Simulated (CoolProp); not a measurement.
Sulfur dioxide along the isotherm 216.25 °C: fugacity coefficient from the reference equation and from simpler models built on Tc = 157.5 °C, pc = 78.87 bar, ω = 0.256; each cubic takes its own stable root.

Computed with CoolProp (reference Helmholtz-energy equation of state, Gao 2016).

```
p (bar)  phase  reference  van der Waals  Redlich-Kwong  Soave-Redlich-Kwong  Peng-Robinson
-------  -----  ---------  -------------  -------------  -------------------  -------------
4.93       gas     0.9863         0.9865         0.9854               0.9864         0.9844
9.86       gas     0.9726         0.9730         0.9709               0.9730         0.9690
14.8       gas     0.9590         0.9595         0.9566               0.9596         0.9537
19.7       gas     0.9457         0.9462         0.9424               0.9465         0.9387
24.6       gas     0.9324         0.9330         0.9283               0.9334         0.9239
29.6       gas     0.9189         0.9194         0.9141               0.9202         0.9090
34.5       gas     0.9058         0.9062         0.9002               0.9074         0.8946
39.4       gas     0.8927         0.8930         0.8865               0.8946         0.8803
```
